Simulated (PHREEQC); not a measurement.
0.42 g of hydrous ferric oxide (600 m²/g; 0.2 weak and 0.005 strong sites per Fe, Dzombak-Morel constants, diffuse double layer) in 1 kg of water with 0.01 mol/kgw of an inert sodium salt, at 25 °C; the pH is set by adding NaOH or the inert anion's acid. Oxygen is held at 0.21 atm. No CO2 enters from the air. No solid was allowed to form.

Base run: PHREEQC, ion-association model, wateq4f.dat. Each further column changes one thing. The table gives surface charge σ (C/m²).

```json
[
 {"pH": "3", "base": "0.326", "background salt from 0.01 to 0.001 mol/kgw": "0.259", "oxide from 0.42 to 2.1 g/kgw": "0.330", "0.00043 mol/kgw Ag2SO4 added": "0.066"},
 {"pH": "4", "base": "0.217", "background salt from 0.01 to 0.001 mol/kgw": "0.122", "oxide from 0.42 to 2.1 g/kgw": "0.223", "0.00043 mol/kgw Ag2SO4 added": "0.056"},
 {"pH": "5", "base": "0.114", "background salt from 0.01 to 0.001 mol/kgw": "0.051", "oxide from 0.42 to 2.1 g/kgw": "0.116", "0.00043 mol/kgw Ag2SO4 added": "0.040"},
 {"pH": "6", "base": "0.050", "background salt from 0.01 to 0.001 mol/kgw": "0.019", "oxide from 0.42 to 2.1 g/kgw": "0.050", "0.00043 mol/kgw Ag2SO4 added": "0.025"},
 {"pH": "7", "base": "0.017", "background salt from 0.01 to 0.001 mol/kgw": "0.006", "oxide from 0.42 to 2.1 g/kgw": "0.017", "0.00043 mol/kgw Ag2SO4 added": "0.014"},
 {"pH": "8", "base": "0.001", "background salt from 0.01 to 0.001 mol/kgw": "0.000", "oxide from 0.42 to 2.1 g/kgw": "0.001", "0.00043 mol/kgw Ag2SO4 added": "0.001"},
 {"pH": "9", "base": "-0.013", "background salt from 0.01 to 0.001 mol/kgw": "-0.004", "oxide from 0.42 to 2.1 g/kgw": "-0.013", "0.00043 mol/kgw Ag2SO4 added": "-0.012"}
]
```

The oxide is taken as insoluble; below pH 4 it would dissolve.
